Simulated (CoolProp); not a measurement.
Values from CoolProp's reference Helmholtz-energy equation of state, Penoncello 2003.

### Question
For CHF3 (R23), give the phase and the cp (kJ/(kg K)), cv (kJ/(kg K)), speed of sound (m/s), viscosity (µPa s) at 21.75 °C and 0.0864 MPa; 44.25 °C and 0.0864 MPa.

### Answer
- 21.75 °C and 0.0864 MPa: gas; cp 0.731, cv 0.608, speed of sound 204, viscosity 14.8
- 44.25 °C and 0.0864 MPa: gas; cp 0.762, cv 0.640, speed of sound 211, viscosity 15.8

Viscosity comes from a separate model (Shan 2000).
